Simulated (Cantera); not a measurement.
A closed system holds: 1 mol CHF3, a varied amount of HCl, at 1275 °C and 1.33 mbar.

Cantera equilibrium calculation (NASA polynomials, part measured and part estimated; ideal gas, pure solids and liquids). Candidate condensed phases: C, C6H6, C7H8, C8H18; 118 gas species. Gases not in the tables: C2F6 and larger saturated fluorocarbons. The numbers say what is thermodynamically allowed, not how fast it happens.

log p: log10 of the partial pressure in bar; n: condensed amount in mol.

| n(HCl) (mol) | log p HF | log p Cl | log p CF4 | log p HCl | log p Cl2 | n C(graphite) |
|---|---|---|---|---|---|---|
| 0.088 | -3.06 | -4.19 | -3.41 | -5.35 | -6.18 | 0.520 |
| 0.12 | -3.06 | -4.07 | -3.43 | -5.23 | -5.94 | 0.527 |
| 0.17 | -3.06 | -3.94 | -3.47 | -5.09 | -5.69 | 0.539 |
| 0.23 | -3.07 | -3.84 | -3.50 | -4.98 | -5.48 | 0.553 |
| 0.31 | -3.07 | -3.74 | -3.55 | -4.88 | -5.29 | 0.571 |
| 0.43 | -3.07 | -3.65 | -3.62 | -4.77 | -5.10 | 0.599 |
| 0.59 | -3.08 | -3.57 | -3.71 | -4.67 | -4.94 | 0.636 |
| 0.82 | -3.09 | -3.49 | -3.84 | -4.57 | -4.79 | 0.689 |
| 1.1 | -3.09 | -3.44 | -4.01 | -4.48 | -4.68 | ? |
| 1.5 | -3.10 | -3.39 | -4.28 | -4.37 | -4.58 | ? |
| 2.1 | -3.11 | -3.35 | -5.00 | -4.16 | -4.51 | ? |

### Question
Complete the blanks.

### Answer

- 1.1, n C(graphite): 0.753
- 1.5, n C(graphite): 0.842
- 2.1, n C(graphite): 0.962
